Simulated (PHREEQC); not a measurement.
Make-up at 85 °C: 0.2 mol/kgw CdCl2, 4.2e-05 mol/kgw NiCl2 and 0.11 mol/kgw H2SO4. Closed to the air; pH follows from the charge balance.

All values are PHREEQC results (ion-association model, wateq4f.dat), not measurements.

No solid was allowed to form.

### Question
Order these Cd species by the share of Cd that they hold, largest first: CdCl2, CdSO4, CdCl3-, Cd+2, CdCl+.

### Answer
CdCl+ (59 %), CdCl2 (21 %), Cd+2 (14 %), CdCl3- (4.7 %), CdSO4 (1.9 %)

The pH is 1.03 and the ionic strength 0.329 mol/kgw. Constants without temperature data keep their 25 °C values here.
